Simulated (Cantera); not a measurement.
Feed: 1 mol C₂F₆, 0.48 mol HCl.

Equilibrium computed with Cantera from the NASA thermochemical tables; the gas is ideal and each condensed phase is pure. Candidate condensed phases: C, C₆H₆, C₇H₈, C₈H₁₈; 118 gas species. The feed counts by its element totals alone. Rates play no part.

Stable condensed phases, one row left out:

```
T in K \ P in Pa
              1    3.6     13     46    170    600   2200   7700  28000 100000
   3250       A      A      A      A      A      A      A      A      B      B
   3200       A      A      A      A      A      A      A      B      B      A
   3150       A      A      A      A      A      A      A      B      B      A
   3100       A      A      A      A      A      A      B      B      B      A
   3050       A      A      A      A      A      A      B      B      B      A
   3000       A      A      A      A      A      B      B      B      B      A
   2950       A      A      A      A      A      B      B      B      B      A
   2900       A      A      A      A      B      B      B      B      B      A
   2800       A      A      A      A      B      B      B      B      A      A
   2750       A      A      A      B      B      B      B      B      A      B
```

A: gas only; B: C.

Q: Give the row for 2850 K.

A: 1: gas only; 3.6: gas only; 13: gas only; 46: gas only; 170: C; 600: C; 2200: C; 7700: C; 28000: C; 100000: gas only.
